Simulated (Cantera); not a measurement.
A closed system holds: 1 mol Si, a varied amount of Cl2, 79 mol N2, at 598 K and 100000 Pa.

These are equilibrium values from Cantera (NASA tables, ideal gas, pure condensed phases), not measurements of a reactor. Candidate condensed phases: Si, Si3N4; 13 gas species. N2 is the only nitrogen source here; it is nearly inert below about 1500 K, so the nitride shown seldom forms there in practice. Rates play no part.

log p: log10 of the partial pressure in bar; n: condensed amount in mol.

```csv
n(Cl2) (mol),log p N2,log p SiCl4,log p Cl2,n Si3N4(s)
0.52,0.00,-2.48,<-12,(withheld)
0.69,0.00,-2.36,<-12,(withheld)
0.86,0.00,-2.26,<-12,(withheld)
1,0.00,-2.20,<-12,(withheld)
1.2,0.00,-2.12,<-12,(withheld)
1.4,0.00,-2.06,<-12,(withheld)
1.6,0.00,-2.00,<-12,(withheld)
1.7,0.00,-1.97,<-12,(withheld)
1.9,-0.01,-1.92,<-12,(withheld)
2.1,-0.01,-1.90,-2.90,(withheld)
```

Q: Some entries are withheld; supply them.

A: 
- 0.52, n Si3N4(s): 0.247
- 0.69, n Si3N4(s): 0.218
- 0.86, n Si3N4(s): 0.190
- 1, n Si3N4(s): 0.167
- 1.2, n Si3N4(s): 0.133
- 1.4, n Si3N4(s): 0.100
- 1.6, n Si3N4(s): 0.0667
- 1.7, n Si3N4(s): 0.0500
- 1.9, n Si3N4(s): 0.0167
- 2.1, n Si3N4(s): 0
